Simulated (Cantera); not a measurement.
**Pyrogenic steam for wet oxidation**

An isothermal, constant-pressure homogeneous reactor starts with 6.43 % H₂, 5.85 % O₂, 87.7 % N₂, at 850 K and 0.120 bar.

Model: GRI-Mech 3.0 (53 species, 325 reactions), integrated in Cantera. Radical loss at walls, strong at low pressure, is not modelled. Below about 950 K walls govern HO2 and H2O2 in real vessels. The temperature is held fixed by assumption; the heat of reaction is taken as removed at once.

```
t (s)         x H₂    x O₂     x NO₂      x NO     x H₂O     x N₂O
--------  --------  ------  --------  --------  --------  --------
5.00e-5     0.0643  0.0585    <1e-12    <1e-12    <1e-12    <1e-12
0.000115    0.0643  0.0585    <1e-12    <1e-12    <1e-12    <1e-12
0.000266    0.0643  0.0585    <1e-12    <1e-12    <1e-12    <1e-12
0.000613    0.0643  0.0585    <1e-12    <1e-12    <1e-12    <1e-12
0.00141     0.0643  0.0585    <1e-12    <1e-12  7.78e-12    <1e-12
0.00326     0.0643  0.0585    <1e-12    <1e-12  1.08e-10    <1e-12
0.00751     0.0643  0.0585    <1e-12    <1e-12   1.09e-8    <1e-12
0.0173      0.0631  0.0579    <1e-12  5.69e-11   0.00108  2.02e-11
0.0399     0.00297  0.0286  1.63e-10   9.77e-8    0.0633   2.40e-9
0.0921     0.00129  0.0278   1.26e-9   9.69e-8    0.0651   2.99e-9
0.212     0.000730  0.0275   5.01e-9   9.32e-8    0.0657   3.37e-9
0.490     0.000482  0.0274   1.71e-8   8.12e-8    0.0660   3.61e-9
1.13      0.000362  0.0274   3.86e-8   5.97e-8    0.0661   3.76e-9
2.60      0.000266  0.0273   5.23e-8   4.59e-8    0.0662   3.91e-9
6.00      0.000163  0.0273   6.34e-8   3.49e-8    0.0663   4.10e-9
```
x: mole fraction; the columns are a selection and need not sum to one.

Equilibrium at this temperature and pressure: H₂ <1e-12, O₂ 0.0272, NO₂ 4.00e-8, NO 1.74e-6, H₂O 0.0665, N₂O 6.42e-11 (gas phase only).
